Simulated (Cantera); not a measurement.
Charge: 1 mol CCl₄, 9.1 mol H₂.

Equilibrium computed with Cantera from the NASA thermochemical tables; the gas is ideal and each condensed phase is pure. Candidate condensed phases: C, C₆H₆, C₇H₈, C₈H₁₈; 91 gas species. Equilibrium is a limit: real reactors are often held back by kinetics, nucleation or transport.

Stable condensed phases, one row left out:

```
T in K \ P in Pa
              1    5.2     27    140    720   3700  19000 100000
   2598       A      A      B      B      B      B      B      B
   2398       B      B      B      B      B      B      B      B
   2298       B      B      B      B      B      B      B      B
   2198       B      B      B      B      B      B      B      B
   2098       B      B      B      B      B      B      B      B
   1998       B      B      B      B      B      B      B      B
   1898       B      B      B      B      B      B      B      B
   1798       B      B      B      B      B      B      B      B
   1698       B      B      B      B      B      B      B      B
   1598       B      B      B      B      B      B      B      B
   1498       B      B      B      B      B      B      B      B
   1398       B      B      B      B      B      B      B      B
```

A: gas only; B: C.

Q: Give the row for 2498 K.

A: 1: gas only; 5.2: C; 27: C; 140: C; 720: C; 3700: C; 19000: C; 100000: C.
